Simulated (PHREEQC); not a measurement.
# Brine (model solution)

A solution holds 0.96 mol/kgw NaCl and 0.015 mol/kgw K2SO4, at 59 °C. It is in equilibrium with CO2 at log p = -3.5 (atm). Otherwise closed; pH follows from the charge balance.

Model: Pitzer model, pitzer.dat, run in PHREEQC.

Precipitation was switched off in this run.

Problem. What pH, activity of water does the model give?

Solution. pH 5.74; activity of water 0.967.

Problem. In which forms is C present?

Solution. CO2 61 %, HCO3- 39 % of the C.

In brines, pH and single-ion activities rest on the MacInnes convention. At this temperature some constants are extrapolated from 25 °C, and those without enthalpy data are left unchanged.
